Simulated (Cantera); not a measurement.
Feed: 1 mol BCl3, a varied amount of NH3, 73 mol H2, equilibrated at 1000 °C and 300 Pa.

Cantera equilibrium calculation (NASA polynomials, part measured and part estimated; ideal gas, pure solids and liquids). Candidate condensed phases: B, BN, NH4Cl; 21 gas species. Mutual solubility and eutectic melting of coexisting phases are not modelled. The numbers say what is thermodynamically allowed, not how fast it happens.

Question: Which condensed phases are stable at each of these points (n(NH3) (mol)): 0.25, 0.36, 0.52, 0.76, 1.1, 1.6, 2.3, 3.3, 4.8, 7, 10, 15, 21?

Answer: 
| n(NH3) (mol) | condensed phases | B condensed (%) |
|---|---|---|
| 0.25 | B(s) + BN(s) | 99.4 |
| 0.36 | B(s) + BN(s) | 99.4 |
| 0.52 | B(s) + BN(s) | 99.4 |
| 0.76 | B(s) + BN(s) | 99.4 |
| 1.1 | BN(s) | 100.0 |
| 1.6 | BN(s) | 100.0 |
| 2.3 | BN(s) | 100.0 |
| 3.3 | BN(s) | 100.0 |
| 4.8 | BN(s) | 100.0 |
| 7 | BN(s) | 100.0 |
| 10 | BN(s) | 100.0 |
| 15 | BN(s) | 100.0 |
| 21 | BN(s) | 100.0 |

From 0.25 mol NH3 to 0.76 mol NH3 the condensed part is B(s) + BN(s). From 1.1 mol NH3 to 21 mol NH3 the condensed part is BN(s).
